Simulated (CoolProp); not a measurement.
Vapour-liquid equilibrium of propane (1) + n-perfluorobutane (2) at -33.95 °C; x and y are mole fractions of (1).

Model: multi-fluid Helmholtz-energy mixture model, Lemmon 2009 and Gao 2022; pair parameters Bell 2016, in CoolProp.

| x | bubble pressure (kPa) | y at the bubble point | dew pressure at overall composition x (kPa) | liquid density (mol/L) |
|---|---|---|---|---|
| 0.05 | 52.37 | 0.581 | 23.82 | 7.324 |
| 0.15 | 94.55 | 0.782 | 26.56 | 7.653 |
| 0.25 | 117.9 | 0.834 | 30.00 | 8.015 |
| 0.35 | 128.9 | 0.854 | 34.47 | 8.418 |
| 0.45 | 133.3 | 0.863 | 40.48 | 8.873 |
| 0.55 | 135.0 | 0.866 | 48.99 | 9.390 |
| 0.65 | 136.4 | 0.870 | 61.97 | 9.985 |
| 0.75 | 138.4 | 0.880 | 83.99 | 10.67 |
| 0.85 | 141.3 | 0.902 | 126.5 | 11.48 |
| 0.95 | 143.5 | 0.954 | 143.4 | 12.42 |

No azeotrope shows between x = 0.05 and 0.95.

The pair parameters rest on a limited set of measurements; away from them the model extrapolates. With so large a gap from Raoult's law the liquid may split in two, which this calculation doesn't test in full.
